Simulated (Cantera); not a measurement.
Stirred combustor or abatement burner

A perfectly stirred reactor is fed with CH₄ : O₂ : N₂ = 1 : 2 : 7.52 (molar parts), equivalence ratio 1.0, at 1300000 Pa; it is adiabatic with a 698 K inlet, and is followed from long to short residence time, starting on the burning branch (τ in s: 0.15, 0.052, 0.018, 0.006, 0.002, 0.00069, 0.00024, 8e-05, 2.7e-05).

Cantera simulation using GRI-Mech 3.0 (53 species, 325 reactions); the numbers are that mechanism's predictions, not measurements. The pressure lies above the range GRI-Mech 3.0 was tuned for (to about 10 atm).

```json
[
 {"τ (s)": "0.15", "T (K)": "2495", "x CH₄": "1.84e-7", "x O₂": "0.00516", "x NO": "0.00330", "x H₂": "0.00413", "x H₂O": "0.182", "x CO₂": "0.0826", "x CH₂": "8.74e-9"},
 {"τ (s)": "0.052", "T (K)": "2495", "x CH₄": "5.26e-7", "x O₂": "0.00523", "x NO": "0.00316", "x H₂": "0.00413", "x H₂O": "0.182", "x CO₂": "0.0826", "x CH₂": "2.51e-8"},
 {"τ (s)": "0.018", "T (K)": "2495", "x CH₄": "1.49e-6", "x O₂": "0.00542", "x NO": "0.00284", "x H₂": "0.00415", "x H₂O": "0.182", "x CO₂": "0.0825", "x CH₂": "7.18e-8"},
 {"τ (s)": "0.0060", "T (K)": "2493", "x CH₄": "4.26e-6", "x O₂": "0.00585", "x NO": "0.00222", "x H₂": "0.00422", "x H₂O": "0.182", "x CO₂": "0.0823", "x CH₂": "2.10e-7"},
 {"τ (s)": "0.0020", "T (K)": "2487", "x CH₄": "1.17e-5", "x O₂": "0.00666", "x NO": "0.00148", "x H₂": "0.00447", "x H₂O": "0.181", "x CO₂": "0.0815", "x CH₂": "5.92e-7"},
 {"τ (s)": "0.00069", "T (K)": "2470", "x CH₄": "2.96e-5", "x O₂": "0.00798", "x NO": "0.000931", "x H₂": "0.00505", "x H₂O": "0.180", "x CO₂": "0.0797", "x CH₂": "1.52e-6"},
 {"τ (s)": "0.00024", "T (K)": "2437", "x CH₄": "7.03e-5", "x O₂": "0.0101", "x NO": "0.000607", "x H₂": "0.00612", "x H₂O": "0.178", "x CO₂": "0.0765", "x CH₂": "3.60e-6"},
 {"τ (s)": "8.0e-5", "T (K)": "2382", "x CH₄": "0.000169", "x O₂": "0.0135", "x NO": "0.000400", "x H₂": "0.00781", "x H₂O": "0.174", "x CO₂": "0.0712", "x CH₂": "8.07e-6"},
 {"τ (s)": "2.7e-5", "T (K)": "2302", "x CH₄": "0.000428", "x O₂": "0.0188", "x NO": "0.000249", "x H₂": "0.0100", "x H₂O": "0.170", "x CO₂": "0.0636", "x CH₂": "1.72e-5"}
]
```
x: mole fraction; the columns are a selection and need not sum to one.
